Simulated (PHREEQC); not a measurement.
A solution holds 0.0022 mol Pb(NO3)2, 0.0024 mol KNO3 and 0.00042 mol Na2SO4 per kg of water, at 68 °C. Closed to the air; pH follows from the charge balance.

The numbers come from PHREEQC with the ion-association model, wateq4f.dat.

Each row changes one thing in this solution. No solid was allowed to form.

```tsv
case	pH	ionic strength (mol/kgw)	SO4-2 (mol/kgw)	NaSO4- (mol/kgw)	HSO4- (mol/kgw)	SI of Mirabilite (Na2SO4:10H2O)
as made	5.30	0.00948	0.000283	9.81e-7	2.93e-7	-10.62
KNO3 left out	5.29	0.00711	0.000276	1.01e-6	3.06e-7	-10.60
Pb(NO3)2 replaced by Zn(NO3)2 at the same molality	5.30	0.00988	0.000322	1.11e-6	3.31e-7	-10.57
Pb(NO3)2 from 0.0022 to 0.0044 mol/kgw	5.15	0.0154	0.000238	7.46e-7	3.21e-7	-10.76
Na2SO4 from 0.00042 to 0.0042 mol/kgw	5.49	0.0180	0.00324	9.72e-5	1.95e-6	-7.66
KNO3 from 0.0024 to 0.024 mol/kgw	5.37	0.0308	0.000299	7.91e-7	2.16e-7	-10.78
diluted 10-fold with water	5.72	0.00101	3.85e-5	1.76e-8	1.87e-8	-13.31
Pb(NO3)2 replaced by AgNO3 at the same molality	6.44	0.00580	0.000393	1.48e-6	3.14e-8	-10.43
```

Some of these states are supersaturated (in Larnakite, Pb(OH)2, Anglesite, for instance). Away from 25 °C the constants follow the database's enthalpies or fits; those with neither stay at their 25 °C values.
